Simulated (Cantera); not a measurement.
Feed: 1 mol Fe, 0.48 mol H2S, a varied amount of CO, at 2.85 Torr.

Equilibrium computed with Cantera from the NASA thermochemical tables; the gas is ideal and each condensed phase is pure. Candidate condensed phases: C, C6H6, C7H8, C8H18, Fe, Fe(CO)5, FeO, Fe(OH)2, Fe(OH)3, FeS, FeSO4, FeS2, Fe2O3, Fe2(SO4)3, Fe3O4, H2O, H2SO4, S; 127 gas species. Metal and sulfide melt together well below either melting point, which pure phases cannot show. Mutual solubility and eutectic melting of coexisting phases are not modelled. FeS: taken at fixed stoichiometry. Rates play no part.

Stable condensed phases, one row left out:

```
T in °C \ n(CO) in mol
         3.6 4.6 5.9 7.6 9.8  13  16  21  27
   1552    A   A   A   A   A   A   A   A   A
   1527    A   A   A   A   A   A   A   A   A
   1502    A   A   A   A   A   A   A   A   A
   1477    A   A   A   A   A   A   A   A   A
   1452    A   A   A   A   A   A   A   A   A
   1427    B   A   A   A   A   A   A   A   A
   1402    B   B   A   A   A   A   A   A   A
   1377    B   B   B   B   A   A   A   A   A
   1327    B   B   B   B   B   B   A   A   A
```

A: Fe; B: Fe + FeS.

Q: Give the row for 1352 °C.

A: 3.6: Fe + FeS; 4.6: Fe + FeS; 5.9: Fe + FeS; 7.6: Fe + FeS; 9.8: Fe + FeS; 13: Fe; 16: Fe; 21: Fe; 27: Fe.
